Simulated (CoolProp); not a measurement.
Properties of ethanol along the isotherm 416.6 K.

The numbers come from the reference Helmholtz-energy equation of state, Schroeder 2014 in CoolProp.

| p (kPa) | phase | conductivity (mW/(m K)) | fugacity coefficient |
|---|---|---|---|
| 49.6 | gas | 27.8 | 0.9934 |
| 77.2 | gas | ___ | 0.9897 |
| 120 | gas | 28.0 | 0.9840 |
| 187 | gas | 28.1 | ___ |
| 291 | gas | 28.4 | 0.9611 |
| 454 | gas | 28.8 | ___ |
| 706 | gas | 29.5 | 0.9054 |
| 1100 | liquid | 144 | 0.6738 |
| 1710 | liquid | 144 | 0.4388 |
| 2670 | liquid | 145 | 0.2865 |
| 4150 | liquid | ___ | 0.1898 |
| 6460 | liquid | 148 | 0.1277 |
| 10100 | liquid | 150 | 0.08773 |
| 15700 | liquid | 153 | 0.06293 |

Problem. Fill in the missing entries.

Solution. 
- 77.2, conductivity (mW/(m K)): 27.9
- 187, fugacity coefficient: 0.9750
- 454, fugacity coefficient: 0.9393
- 4150, conductivity (mW/(m K)): 146

Thermal conductivity comes from a separate model (Assael 2013).
